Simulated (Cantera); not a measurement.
An isothermal, constant-pressure homogeneous reactor starts with NH3 : N2 = 1 : 0.74 (molar parts), at 1598 K and 0.987 atm.

Computed with Cantera and the gas-phase N/H chemistry of the illustrative SiF4/NH3 mechanism in the Surface Chemkin manual (1991). Walls and surfaces, which speed up NH3 decomposition in real reactors, are not modelled.

Task: Predict: x(NH3) at 1.00 s; x(H2) at 1.00 s; x(N2H2) at 1.00 s; x(N2) at 1.00 s; x(N2H4) at 1.00 s; x(N) at 1.00 s.

Result: 
```json
{
 "x(NH3) at 1.00 s": "0.488 (gas-phase equilibrium 1.26e-5)",
 "x(H2) at 1.00 s": "0.0824 (gas-phase equilibrium 0.547)",
 "x(N2H2) at 1.00 s": "2.80e-7 (gas-phase equilibrium <1e-12)",
 "x(N2) at 1.00 s": "0.429 (gas-phase equilibrium 0.453)",
 "x(N2H4) at 1.00 s": "1.30e-7 (gas-phase equilibrium <1e-12)",
 "x(N) at 1.00 s": "5.80e-9 (gas-phase equilibrium <1e-12)"
}
```
